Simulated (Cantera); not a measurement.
A closed system holds: 1 mol AlBr3, 9.1 mol N2, 17 mol H2, 25 mol N2O, held at 100 Torr.

Equilibrium computed with Cantera from the NASA thermochemical tables; the gas is ideal and each condensed phase is pure. Candidate condensed phases: Al, AlBr3, AlN, Al2O3, Br2, H2O; 41 gas species. Gases not in the tables: Al(OH)3. Equilibrium is a limit: real reactors are often held back by kinetics, nucleation or transport.

Question: At 1575 °C, list the 5 most abundant gas species with their mole fractions, and the condensed phases.

Answer: N2 0.595, H2O 0.290, O2 0.0586, Br 0.0393, HBr 0.0130. Condensed: Al2O3(s).
